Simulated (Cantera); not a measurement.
Feed: 1 mol B, 0.14 mol H₂O, 6.4 mol H₂, equilibrated at 46000 Pa.

Cantera equilibrium calculation (NASA polynomials, part measured and part estimated; ideal gas, pure solids and liquids). Candidate condensed phases: B, B₂O₃, B₃O₃H₃, H₂O; 23 gas species. Mutual solubility and eutectic melting of coexisting phases are not modelled. Gases not in the tables: B₂H₆ and higher boranes. Kinetics and transport are ignored.

**Question.** Which condensed phases are stable at each of these points (T (K)): 825, 900, 975, 1050, 1125, 1200, 1275, 1350, 1425, 1500, 1575, 1650, 1725?

**Answer.** 
```tsv
T (K)	condensed phases	B condensed (%)
825	B(s) + B₂O₃(l)	94.0
900	B(s) + B₂O₃(l)	93.0
975	B(s) + B₂O₃(l)	92.2
1050	B(s) + B₂O₃(l)	91.6
1125	B(s) + B₂O₃(l)	91.2
1200	B(s) + B₂O₃(l)	90.9
1275	B(s) + B₂O₃(l)	90.6
1350	B(s) + B₂O₃(l)	90.2
1425	B(s) + B₂O₃(l)	89.3
1500	B(s) + B₂O₃(l)	87.1
1575	B(s)	86.3
1650	B(s)	86.3
1725	B(s)	86.2
```

From 825 K to 1500 K the condensed part is B(s) + B₂O₃(l). From 1575 K to 1725 K the condensed part is B(s).
